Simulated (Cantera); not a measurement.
Charge: 1 mol Si3H8, a varied amount of HCl, 15 mol H2, equilibrated at 1723 K and 0.00150 bar.

These are equilibrium values from Cantera (NASA tables, ideal gas, pure condensed phases), not measurements of a reactor. Candidate condensed phases: Si; 19 gas species. The feed counts by its element totals alone. The tables' values for SiCl are old estimates; treat these amounts as uncertain. Gases not in the tables: Si2H6 and higher silanes. Rates play no part.

x: gas mole fraction; n: condensed amount in mol.

| n(HCl) (mol) | x H2 | x HCl | x SiCl2 | x H | x Si | x Cl | n Si(l) |
|---|---|---|---|---|---|---|---|
| 0.097 | 0.990 | 0.00486 | 8.27e-5 | 0.00468 | 0.000656 | 1.78e-5 | 2.98 |
| 0.13 | 0.988 | 0.00644 | 0.000145 | 0.00468 | 0.000656 | 2.36e-5 | 2.98 |
| 0.17 | 0.986 | 0.00830 | 0.000242 | 0.00468 | 0.000656 | 3.05e-5 | 2.98 |
| 0.22 | 0.984 | … | … | 0.00467 | 0.000656 | … | 2.98 |
| 0.28 | 0.981 | 0.0132 | 0.000611 | 0.00466 | 0.000656 | 4.85e-5 | 2.97 |
| 0.37 | 0.977 | … | … | 0.00465 | 0.000656 | … | 2.97 |
| 0.49 | 0.971 | 0.0216 | 0.00166 | 0.00464 | 0.000656 | 7.99e-5 | 2.95 |
| 0.64 | 0.965 | 0.0270 | 0.00262 | 0.00462 | 0.000656 | 0.000100 | 2.93 |
| 0.84 | 0.957 | 0.0337 | 0.00411 | 0.00461 | 0.000656 | 0.000126 | 2.90 |
| 1.1 | 0.946 | 0.0416 | 0.00632 | 0.00458 | 0.000656 | 0.000156 | 2.85 |

### Question
Some entries are withheld; supply them.

### Answer

- 0.37, x HCl: 0.0169
- 0.37, x SiCl2: 0.00101
- 0.37, x Cl: 6.24e-5
- 0.22, x HCl: 0.0106
- 0.22, x SiCl2: 0.000391
- 0.22, x Cl: 3.88e-5
